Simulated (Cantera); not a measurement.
Charge: 1 mol SiHCl3, 0.35 mol HCl, 33 mol N2, at 100000 Pa.

These are equilibrium values from Cantera (NASA tables, ideal gas, pure condensed phases), not measurements of a reactor. Candidate condensed phases: NH4Cl, Si, Si3N4; 28 gas species. N2 is the only nitrogen source here; it is nearly inert below about 1500 K, so the nitride shown seldom forms there in practice. Equilibrium is a limit: real reactors are often held back by kinetics, nucleation or transport.

Over these rows the condensed part is Si3N4(s). Partial pressures as log10 of bar:

| T (K) | 1000/T (1/K) | log p SiCl2 | log p N2 | log p HCl | log p SiCl4 |
|---|---|---|---|---|---|
| 1073 | 0.9320 | -6.58 | -0.02 | -1.50 | -1.79 |
| 1123 | 0.8905 | ? | -0.02 | -1.50 | -1.79 |
| 1173 | 0.8525 | -5.42 | -0.02 | -1.49 | -1.79 |
| 1223 | 0.8177 | -4.92 | -0.02 | -1.49 | -1.80 |
| 1273 | 0.7855 | -4.45 | -0.02 | -1.48 | -1.80 |
| 1323 | 0.7559 | -4.02 | -0.02 | -1.48 | -1.81 |

Problem. Fit log p(SiCl2) = a + b·(1000/T) to the five rows, give the apparent enthalpy, and predict the row at 1123 K.

Solution. Means: 1000/T = 0.8287, log p = -5.078. Sxy = -0.269186, Sxx = 0.0185244, so b = -14.53 and a = -5.078 − (-14.53)×0.8287 = 6.96.
Apparent enthalpy: −19.145 × (-14.53) = 278 kJ/mol. With the condensed phases at unit activity, 1/6 Si3N4(s) + 1/2 SiCl4(g) = SiCl2(g) + 1/3 N2(g) links this pressure to the main gases: over the six rows their terms move log p by -0.01 in all, so the slope is close to that reaction's ΔH°. The five rows lie within 0.01 of the line.
Prediction at 1123 K: 6.96 + (-14.53)×0.8905 = -5.98. The computed value is -5.98, 0.00 from the line.
